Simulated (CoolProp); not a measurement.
Vapour-liquid equilibrium of benzene (1) + n-nonane (2) at 0.944 MPa; x and y are mole fractions of (1).

Model: multi-fluid Helmholtz-energy mixture model, Thol 2012 and Lemmon 2006; pair parameters Bell 2016, in CoolProp.

```csv
x,"bubble temperature, mixture model (K)","bubble temperature, Raoult's law (K)","y, mixture model","y, Raoult's law"
0.05,525.8,525.9,0.130,0.164
0.15,511.2,511.9,0.350,0.407
0.25,498.9,500.2,0.514,0.575
0.35,488.6,490.1,0.634,0.694
0.45,480.0,481.4,0.724,0.781
0.55,472.7,473.8,0.795,0.846
0.65,466.4,467.0,0.852,0.896
0.75,460.7,461.0,0.901,0.935
0.85,455.5,455.6,0.944,0.965
0.95,450.7,450.7,0.982,0.990
```

The largest gap from Raoult's law is -1.5 K in bubble temperature, at x = 0.35. No azeotrope shows between x = 0.05 and 0.95.

The pair parameters rest on a limited set of measurements; away from them the model extrapolates.
